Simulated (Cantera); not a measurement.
Input: 1 mol CH₄, 0.78 mol O₂, 16 mol H₂, equilibrated at 3.00 bar.

Cantera equilibrium calculation (NASA polynomials, part measured and part estimated; ideal gas, pure solids and liquids). Candidate condensed phases: C, C₆H₆, C₇H₈, C₈H₁₈, H₂O; 110 gas species. The numbers say what is thermodynamically allowed, not how fast it happens.

log p: log10 of the partial pressure in bar; nothing condenses.

```csv
T (°C),log p H₂,log p H₂O,log p CH₄,log p CO,log p CO₂
527,0.41,-0.56,-0.75,-4.03,(withheld)
577,0.41,-0.56,-0.76,-3.18,(withheld)
627,0.41,-0.57,-0.77,-2.44,(withheld)
677,0.41,-0.60,-0.80,-1.83,(withheld)
727,0.42,-0.66,-0.90,-1.39,(withheld)
777,0.42,-0.76,-1.07,-1.12,-2.24
827,0.43,-0.87,-1.30,-0.97,-2.27
877,0.44,-0.95,-1.58,-0.89,(withheld)
927,0.44,-1.01,-1.91,-0.84,(withheld)
977,0.44,-1.04,-2.25,-0.82,(withheld)
1027,0.44,-1.05,-2.59,-0.82,(withheld)
```

### Question
Some entries are withheld; supply them.

### Answer

- 527, log p CO₂: -4.37
- 577, log p CO₂: -3.66
- 627, log p CO₂: -3.05
- 677, log p CO₂: -2.58
- 727, log p CO₂: -2.32
- 877, log p CO₂: -2.35
- 927, log p CO₂: -2.43
- 977, log p CO₂: -2.50
- 1027, log p CO₂: -2.56
